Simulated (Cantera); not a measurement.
Charge: 1 mol Ti, 3.6 mol O₂, 10 mol H₂, equilibrated at 2223 K and 100000 Pa.

Equilibrium computed with Cantera from the NASA thermochemical tables; the gas is ideal and each condensed phase is pure. Candidate condensed phases: H₂O, Ti, TiO, TiO₂, Ti₂O₃, Ti₃O₅, Ti₄O₇; 12 gas species. Condensed phases not in the tables: Magnéli phases beyond Ti₄O₇. Rates play no part.

Base state: H₂O 0.543, H₂ 0.452, H 0.00431, OH 0.000747 (mole fractions); condensed: Ti₄O₇(l).

### Question
What changes in the equilibrium state with this change: temperature from 2223 K to 2148.15 K?

### Answer
```tsv
species	before	after
H₂O	0.543	0.544
H₂	0.452	0.453
H	0.00431	0.00281
OH	0.000747	0.000434
Ti₄O₇(l), mol	0.250	0.250
```
